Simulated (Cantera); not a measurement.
## Adiabatic ignition

An adiabatic, constant-volume homogeneous reactor starts with CH4 : CO : O2 : N2 = 1 : 0.043 : 0.963 : 3.62 (molar parts), equivalence ratio 2.1, at 1100 K and 5.00 bar.

Computed with Cantera and GRI-Mech 3.0 (53 species, 325 reactions).

| t (s) | T (K) | P (bar) | x CH4 | x CO | x O2 | x O | x C2H4 |
|---|---|---|---|---|---|---|---|
| 2.00e-6 | 1100 | 5.00 | 0.178 | 0.00764 | 0.171 | 8.17e-12 | <1e-12 |
| 7.19e-6 | 1100 | 5.00 | 0.178 | 0.00764 | 0.171 | 8.42e-12 | <1e-12 |
| 2.58e-5 | 1100 | 5.00 | 0.178 | 0.00764 | 0.171 | 9.35e-12 | <1e-12 |
| 9.28e-5 | 1100 | 5.00 | 0.178 | 0.00764 | 0.171 | 1.33e-11 | 1.96e-12 |
| 0.000334 | 1100 | 5.00 | 0.178 | 0.00764 | 0.171 | 3.48e-11 | 1.53e-10 |
| 0.00120 | 1100 | 5.00 | 0.178 | 0.00764 | 0.171 | 1.05e-10 | 1.01e-8 |
| 0.00431 | 1100 | 5.00 | 0.178 | 0.00764 | 0.171 | 1.31e-10 | 1.11e-7 |
| 0.0155 | 1101 | 5.01 | 0.178 | 0.00765 | 0.171 | 2.20e-10 | 1.16e-6 |
| 0.0557 | 1135 | 5.16 | 0.173 | 0.00887 | 0.167 | 4.01e-9 | 0.000137 |
| 0.200 | 2461 | 13.3 | 4.13e-9 | 0.140 | 8.92e-7 | 3.11e-6 | <1e-12 |
x: mole fraction; the columns are a selection and need not sum to one.

* **time of steepest temperature rise**: 63.4 ms
* **temperature at 0.200 s**: 2461 K
* **equilibrium temperature**: 2461 K
* **x(CH4) at 0.200 s**: 4.13e-9 (gas-phase equilibrium 4.64e-9)
* **x(CO) at 0.200 s**: 0.140 (gas-phase equilibrium 0.140)
* **x(O2) at 0.200 s**: 8.92e-7 (gas-phase equilibrium 8.92e-7)
